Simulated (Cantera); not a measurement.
An adiabatic, constant-volume homogeneous reactor starts with CO : H₂ : O₂ : N₂ = 1 : 0.25 : 0.298 : 1.12 (molar parts), at 1098 K and 22.7 atm. Integrator tolerance rtol = 1e-08.

Computed with Cantera and GRI-Mech 3.0 (53 species, 325 reactions). The hydrogen kinetics of GRI-Mech 3.0 are dated; newer H2 mechanisms differ, most at raised pressure. The pressure lies above the range GRI-Mech 3.0 was tuned for (to about 10 atm). Above 3000 K some thermodynamic fits are extrapolated.

Problem. What does this change do: 0.036 parts H2O added?

Solution. 
```
quantity                                                              before                                      after
---------------------------------  -----------------------------------------  -----------------------------------------
time of steepest temperature rise                                   0.212 ms                                   0.238 ms
temperature at 6.00 s                                                 3026 K                                     2997 K
equilibrium temperature                                               3026 K                                     2997 K
x(CO) at 6.00 s                          0.261 (gas-phase equilibrium 0.261)        0.255 (gas-phase equilibrium 0.255)
x(H₂) at 6.00 s                        0.0183 (gas-phase equilibrium 0.0183)      0.0204 (gas-phase equilibrium 0.0204)
x(O₂) at 6.00 s                    0.000864 (gas-phase equilibrium 0.000864)  0.000751 (gas-phase equilibrium 0.000751)
x(H₂O) at 6.00 s                       0.0826 (gas-phase equilibrium 0.0826)      0.0939 (gas-phase equilibrium 0.0939)
x(NO) at 6.00 s                      0.00244 (gas-phase equilibrium 0.00244)    0.00219 (gas-phase equilibrium 0.00219)
x(H) at 6.00 s                       0.00309 (gas-phase equilibrium 0.00309)    0.00301 (gas-phase equilibrium 0.00301)
```

Problem. What does this change do: initial temperature 1098 to 1675 K?

Solution. 
| quantity | before | after |
|---|---|---|
| time of steepest temperature rise | 0.212 ms | 0.646 µs |
| temperature at 6.00 s | 3026 K | 3282 K |
| equilibrium temperature | 3026 K | 3282 K |
| x(CO) at 6.00 s | 0.261 (gas-phase equilibrium 0.261) | 0.274 (gas-phase equilibrium 0.274) |
| x(H₂) at 6.00 s | 0.0183 (gas-phase equilibrium 0.0183) | 0.0185 (gas-phase equilibrium 0.0185) |
| x(O₂) at 6.00 s | 0.000864 (gas-phase equilibrium 0.000864) | 0.00461 (gas-phase equilibrium 0.00461) |
| x(H₂O) at 6.00 s | 0.0826 (gas-phase equilibrium 0.0826) | 0.0749 (gas-phase equilibrium 0.0749) |
| x(NO) at 6.00 s | 0.00244 (gas-phase equilibrium 0.00244) | 0.00740 (gas-phase equilibrium 0.00740) |
| x(H) at 6.00 s | 0.00309 (gas-phase equilibrium 0.00309) | 0.00747 (gas-phase equilibrium 0.00747) |
